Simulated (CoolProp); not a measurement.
Vapour-liquid equilibrium of R134a (1) + n-butane (2) at 324.3 K; x and y are mole fractions of (1).

Computed with CoolProp (multi-fluid Helmholtz-energy mixture model, Tillner-Roth 1994 and Bücker 2006; pair parameters Bell 2016).

```
x     bubble pressure (bar)  y at the bubble point  dew pressure at overall composition x (bar)  liquid density (mol/L)
----  ---------------------  ---------------------  -------------------------------------------  ----------------------
0.05                  7.032                  0.272                                        5.384                       ?
0.2                   10.60                  0.536                                        6.403                       ?
0.35                  12.31                  0.623                                            ?                       ?
0.5                   13.26                  0.678                                        9.966                       ?
0.65                      ?                      ?                                        12.80                   9.638
0.8                   14.22                  0.809                                            ?                   9.992
0.95                  13.92                  0.935                                        13.85                   10.53
```

Question: Fill in the missing entries.

Answer: 
- 0.05, liquid density (mol/L): 9.308
- 0.2, liquid density (mol/L): 9.318
- 0.35, dew pressure at overall composition x (bar): 7.842
- 0.35, liquid density (mol/L): 9.349
- 0.5, liquid density (mol/L): 9.440
- 0.65, bubble pressure (bar): 13.89
- 0.65, y at the bubble point: 0.733
- 0.8, dew pressure at overall composition x (bar): 14.21

y crosses x between x = 0.8 and 0.95: the model has an azeotrope there.

Pair parameters are fitted to limited data, so mixtures are less certain than the pure fluids. With so large a gap from Raoult's law the liquid may split in two, which this calculation doesn't test in full.
